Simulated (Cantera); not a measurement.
Input: 1 mol FeS, 1 mol O2, 0.24 mol CO2, at 1350 K and 0.0220 bar.

Method: chemical equilibrium by Gibbs-energy minimisation in Cantera with the NASA 1993 tables (ideal gas, pure condensed phases). Metal and sulfide melt together well below either melting point, which pure phases cannot show. Mutual solubility and eutectic melting of coexisting phases are not modelled. The tables' stoichiometric FeO is somewhat more stable than real wüstite, so its field is too wide. FeO, FeS: taken at fixed stoichiometry. The numbers say what is thermodynamically allowed, not how fast it happens.

```
species          before     after
-------------  --------  --------
SO2               0.588     0.623
CO2               0.225     0.268
S2                0.156    0.0931
CO               0.0235    0.0115
S               1.57e-5   2.50e-6
SO              0.00365   0.00136
S2O             0.00379   0.00273
COS            0.000363  0.000261
FeO(s), mol       0.880         0
FeS(s), mol       0.120     0.298
Fe3O4(s), mol         0     0.234
```
Gas species are given as mole fractions.

Q: What was changed between the two runs?
A. CO2 from 0.24 to 0.47 mol
B. O2 from 1 to 6.6 mol
C. temperature from 1350 K to 1248 K
D. temperature from 1350 K to 1648.15 K

A: C, temperature from 1350 K to 1248 K. FeS: taken at fixed stoichiometry. Gases not in the tables: S3 to S7
